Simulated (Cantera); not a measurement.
Feed: 1 mol Cr, 0.089 mol H2O, equilibrated at 91000 Pa.

Cantera equilibrium calculation (NASA polynomials, part measured and part estimated; ideal gas, pure solids and liquids). Candidate condensed phases: Cr, Cr2O3, H2O; 13 gas species. Mutual solubility and eutectic melting of coexisting phases are not modelled. Kinetics and transport are ignored. All values below are at 2273 K.

Base state: H2 0.938, H2O 0.0362, Cr 0.0169, H 0.00853, CrO 0.000578, OH 5.12e-5 (mole fractions); condensed: Cr(l) + Cr2O3(s).

Question: What changes in the equilibrium state with this change: pressure from 91000 Pa to 520000 Pa?

Answer: 
```tsv
species	before	after
H2	0.938	0.956
H2O	0.0362	0.0370
H	0.00853	0.00360
Cr	0.0169	0.00296
CrO	0.000578	0.000101
OH	5.12e-5	2.16e-5
Cr(l), mol	0.941	0.943
Cr2O3(s), mol	0.0285	0.0286
```
